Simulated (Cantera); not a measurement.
Input: 1 mol n-butane, 0.55 mol NH₃, 34 mol H₂, equilibrated at 0.00130 bar.

Cantera equilibrium calculation (NASA polynomials, part measured and part estimated; ideal gas, pure solids and liquids). Candidate condensed phases: C, C₆H₆, C₇H₈, C₈H₁₈; 92 gas species. Rates play no part. All values below are at 1202 °C.

Base state: H₂ 0.993, N₂ 0.00682, H 0.000358, HCN 7.27e-5 (mole fractions); condensed: C(graphite).

**Question.** What changes in the equilibrium state with this change: NH₃ from 0.55 to 0.069 mol?

**Answer.** 
```tsv
species	before	after
H₂	0.993	0.999
N₂	0.00682	0.000868
H	0.000358	0.000359
HCN	7.27e-5	2.60e-5
C(graphite), mol	4.00	4.00
```
